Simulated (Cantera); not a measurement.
Thermodynamics of silicon carbide growth, feed CH3SiCl3 + C3H8 + H2

Feed: 1 mol CH3SiCl3, 0.081 mol C3H8, 210 mol H2, at 13300 Pa.

Equilibrium computed with Cantera from the NASA thermochemical tables; the gas is ideal and each condensed phase is pure. Candidate condensed phases: C, C6H6, C7H8, C8H18, Si, SiC; 109 gas species. The feed counts by its element totals alone. The tables' values for SiCl are old estimates; treat these amounts as uncertain. Gases not in the tables: Si2H6 and higher silanes. Equilibrium is a limit: real reactors are often held back by kinetics, nucleation or transport.

From 1073 K to 1223 K the condensed part is SiC(s). From 1373 K to 1823 K the condensed part is C(graphite) + SiC(s). From 1973 K to 2273 K the condensed part is SiC(s). From 2423 K to 2573 K nothing is condensed. The main Si-bearing gas is SiCl4 at 1073 K and Si at 2573 K.

| T (K) | log p H2 | log p H | log p HCl | log p Si | log p C2H2 (acetylene) | log p CH4 | log p Cl | n SiC(s) | n C(graphite) |
|---|---|---|---|---|---|---|---|---|---|
| 1073 | -0.88 | -8.29 | -2.73 | <-12 | -10.44 | -3.81 | -10.18 | 0.996 | 0 |
| 1223 | -0.88 | -6.96 | -2.73 | <-12 | -8.04 | -3.82 | -8.87 | 1.000 | 0 |
| 1373 | -0.88 | -5.92 | -2.73 | -11.78 | -6.64 | -4.06 | -7.85 | 0.999 | 0.104 |
| 1523 | -0.88 | -5.08 | -2.73 | -9.84 | -5.81 | -4.40 | -7.02 | 0.999 | 0.175 |
| 1673 | -0.88 | -4.38 | -2.73 | -8.25 | -5.13 | -4.68 | -6.34 | 0.998 | 0.187 |
| 1823 | -0.88 | -3.80 | -2.73 | -6.93 | -4.56 | -4.91 | -5.77 | 0.996 | 0.138 |
| 1973 | -0.88 | -3.31 | -2.73 | -5.78 | -4.13 | -5.13 | -5.29 | 0.989 | 0 |
| 2123 | -0.89 | -2.89 | -2.74 | -4.66 | -4.03 | -5.46 | -4.87 | 0.934 | 0 |
| 2273 | -0.89 | -2.52 | -2.75 | -3.80 | -3.74 | -5.64 | -4.52 | 0.607 | 0 |
| 2423 | -0.91 | -2.20 | -2.76 | -3.36 | -3.48 | -5.81 | -4.21 | 0 | 0 |
| 2573 | -0.93 | -1.93 | -2.78 | -3.31 | -3.48 | -6.08 | -3.94 | 0 | 0 |
log p: log10 of the partial pressure in bar; n: condensed amount in mol.
